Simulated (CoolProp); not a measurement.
Computed with CoolProp (reference Helmholtz-energy equation of state, Gao 2016).

Problem. For sulfur dioxide, give the phase and the density (kg/m³), cp (kJ/(kg K)), fugacity coefficient at 479.4 K and 5.63 MPa; 479.4 K and 16.9 MPa; 479.4 K and 18.3 MPa.

Solution. 
- 479.4 K and 5.63 MPa: gas; density 112, cp 1.00, fugacity coefficient 0.837
- 479.4 K and 16.9 MPa: supercritical; density 649, cp 2.48, fugacity coefficient 0.553
- 479.4 K and 18.3 MPa: supercritical; density 699, cp 2.26, fugacity coefficient 0.528
